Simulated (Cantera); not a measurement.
Mixture: 16.5 % H2, 9.93 % O2, 66.6 % N2, 6.93 % H2O, at 0.424 atm, adiabatic and at constant volume. Ignition delay is the time to a rise of 400 K.

Computed with Cantera and GRI-Mech 3.0 (53 species, 325 reactions). Below about 950 K walls govern HO2 and H2O2 in real vessels. Where the delays flatten at high temperature, the 400 K rule measures the pace of heat release, not the induction time.

**Question.** Predict: delay at 850 K; delay at 1050 K; delay at 1250 K; delay at 1450 K.

**Answer.** 
```json
{
  "delay at 850 K": "3.63 s",
  "delay at 1050 K": "0.465 ms",
  "delay at 1250 K": "0.152 ms",
  "delay at 1450 K": "0.106 ms"
}
```
